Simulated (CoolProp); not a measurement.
Vapour-liquid equilibrium of 1-butene (1) + n-butane (2) at 364.4 K; x and y are mole fractions of (1).

The numbers come from the multi-fluid Helmholtz-energy mixture model, Lemmon 2005 and Bücker 2006; pair parameters Bell 2016 in CoolProp.

| x | bubble pressure, mixture model (kPa) | bubble pressure, Raoult's law (kPa) | y, mixture model | y, Raoult's law |
|---|---|---|---|---|
| 0.05 | 1293 | 1293 | 0.056 | 0.058 |
| 0.125 | 1311 | 1310 | 0.139 | 0.144 |
| 0.2 | … | 1326 | 0.221 | 0.227 |
| 0.275 | 1348 | 1343 | … | 0.308 |
| 0.35 | 1366 | 1360 | 0.378 | 0.387 |
| 0.425 | 1384 | 1377 | 0.455 | 0.465 |
| 0.5 | 1402 | 1394 | 0.530 | 0.540 |
| 0.575 | 1420 | 1411 | … | 0.614 |
| 0.65 | 1437 | 1427 | 0.675 | 0.686 |
| 0.725 | … | 1444 | 0.745 | 0.756 |
| 0.8 | … | 1461 | 0.815 | 0.825 |
| 0.875 | 1484 | 1478 | 0.885 | 0.892 |
| 0.95 | … | 1495 | 0.954 | 0.957 |

Task: What belongs in the gaps?

Result: 
- 0.2, bubble pressure, mixture model (kPa): 1329
- 0.275, y, mixture model: 0.300
- 0.575, y, mixture model: 0.603
- 0.725, bubble pressure, mixture model (kPa): 1453
- 0.8, bubble pressure, mixture model (kPa): 1469
- 0.95, bubble pressure, mixture model (kPa): 1497

The largest gap from Raoult's law is +0.7 % in bubble pressure, at x = 0.65. No azeotrope shows between x = 0.05 and 0.95.

The pair parameters rest on a limited set of measurements; away from them the model extrapolates.
